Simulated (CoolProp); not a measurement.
Water at several states: density (kg/m³) from the reference equation and from simpler models built on Tc = 647.1 K, pc = 22.06 MPa, ω = 0.344; each cubic takes its own stable root.

Computed with CoolProp (reference Helmholtz-energy equation of state, Wagner 2002).

```tsv
T (K)	p (MPa)	phase	reference	van der Waals	Redlich-Kwong	Soave-Redlich-Kwong	Peng-Robinson
577.8	1.87	gas	[?]	7.259	[?]	7.334	7.361
380.1	18.9	liquid	[?]	[?]	683.3	709.6	799.3
517	3.48	gas	17.31	15.96	[?]	16.67	16.81
603.6	2.16	gas	8.116	8.038	8.093	8.108	[?]
```

### Question
Some entries are withheld; supply them.

### Answer

- 577.8, reference: 7.350
- 577.8, Redlich-Kwong: 7.313
- 380.1, reference: 962.0
- 380.1, van der Waals: 467.2
- 517, Redlich-Kwong: 16.40
- 603.6, Peng-Robinson: 8.142
